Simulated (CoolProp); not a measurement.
A single-stage vapour-compression cycle with carbonyl sulfide: evaporating at 242.15 K (dew point), condensing at 270.15 K (bubble point), superheat 10 K, subcooling 2 K, compressor efficiency 0.9, no pressure losses. Each further row changes one setting.

Computed with CoolProp (reference Helmholtz-energy equation of state, Lemmon 2006). It is a short technical equation, of lower accuracy than the large ones.

| case | cooling COP | pressure ratio | discharge temperature (K) | refrigerating effect (kJ/kg) | volumetric capacity (kJ/m³) |
|---|---|---|---|---|---|
| as stated | 6.91 | 2.61 | 314.3 | 270 | 1840 |
| evaporating temperature 247.15 K | ___ | 2.16 | 307.2 | ___ | ___ |
| condensing temperature 265.15 K | ___ | ___ | 303.6 | 277 | 1890 |
| subcooling 7 K | 7.07 | 2.61 | 314.3 | 277 | 1890 |
| superheat 20 K | ___ | 2.61 | 325.7 | 277 | 1810 |
| compressor efficiency 0.8 | ___ | 2.61 | 320.7 | 270 | 1840 |

Q: What belongs in the gaps?

A: 
- evaporating temperature 247.15 K, cooling COP: 8.73
- evaporating temperature 247.15 K, refrigerating effect (kJ/kg): 273
- evaporating temperature 247.15 K, volumetric capacity (kJ/m³): 2220
- condensing temperature 265.15 K, cooling COP: 8.56
- condensing temperature 265.15 K, pressure ratio: 2.23
- superheat 20 K, cooling COP: 6.78
- compressor efficiency 0.8, cooling COP: 6.14
